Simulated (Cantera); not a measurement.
A perfectly stirred reactor is fed with H2 : O2 : N2 = 0.68 : 1 : 3.7 (molar parts), equivalence ratio 0.34, at 0.940 bar; it is held at 1125 K, and followed from long to short residence time.

Cantera simulation using the H2/O2 subset of GRI-Mech 3.0, which has no nitrogen chemistry; the numbers are that mechanism's predictions, not measurements. The temperature is held fixed by assumption; the heat of reaction is taken as removed at once.

x: mole fraction; the columns are a selection and need not sum to one.

```tsv
τ (s)	x H2	x O2	x OH	x HO2	x O
1.0	0.000324	0.131	2.23e-5	1.09e-5	4.47e-6
0.57	0.000465	0.131	2.69e-5	1.47e-5	6.98e-6
0.32	0.000664	0.131	3.32e-5	1.94e-5	1.09e-5
0.18	0.000932	0.131	4.16e-5	2.49e-5	1.68e-5
0.097	0.00131	0.131	5.40e-5	3.18e-5	2.63e-5
0.053	___	0.132	___	___	___
0.030	___	0.132	___	___	___
0.016	0.00323	0.132	0.000128	5.60e-5	9.26e-5
0.0090	0.00422	0.133	0.000172	6.46e-5	0.000136
0.0050	0.00553	0.133	0.000233	7.35e-5	0.000199
```

**Question.** What belongs in the gaps?

**Answer.** 
- 0.053, x H2: 0.00180
- 0.053, x OH: 7.11e-5
- 0.053, x HO2: 3.93e-5
- 0.053, x O: 4.05e-5
- 0.030, x H2: 0.00239
- 0.030, x OH: 9.34e-5
- 0.030, x HO2: 4.70e-5
- 0.030, x O: 6.03e-5
